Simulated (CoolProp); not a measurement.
A closed Brayton cycle with carbon dioxide: compressor inlet 318.15 K and 9.3 MPa, high pressure 29.6 MPa, turbine inlet 785 K, compressor efficiency 0.89, turbine efficiency 0.85, recuperator effectiveness 0.95 (on enthalpy, no pinch check). Each further row changes one setting.

Values from CoolProp's reference Helmholtz-energy equation of state, Span 1996.

```json
[
 {"case": "as stated", "thermal efficiency (%)": "34.6", "net work (kJ/kg)": "89.1", "compressor to turbine work": "0.33", "compressor exit (K)": "388.0", "turbine exit (K)": "657.5"},
 {"case": "turbine inlet 735 K", "thermal efficiency (%)": "32.2", "net work (kJ/kg)": "78.9", "compressor to turbine work": "0.36", "compressor exit (K)": "388.0", "turbine exit (K)": "611.8"},
 {"case": "compressor inlet 328.15 K", "thermal efficiency (%)": "32.4", "net work (kJ/kg)": "76.7", "compressor to turbine work": "0.43", "compressor exit (K)": "418.4", "turbine exit (K)": "657.5"},
 {"case": "high pressure 25.2 MPa", "thermal efficiency (%)": "34.0", "net work (kJ/kg)": "80.4", "compressor to turbine work": "0.31", "compressor exit (K)": "378.0", "turbine exit (K)": "674.7"},
 {"case": "recuperator effectiveness 0.5", "thermal efficiency (%)": "22.3", "net work (kJ/kg)": "89.1", "compressor to turbine work": "0.33", "compressor exit (K)": "388.0", "turbine exit (K)": "657.5"}
]
```
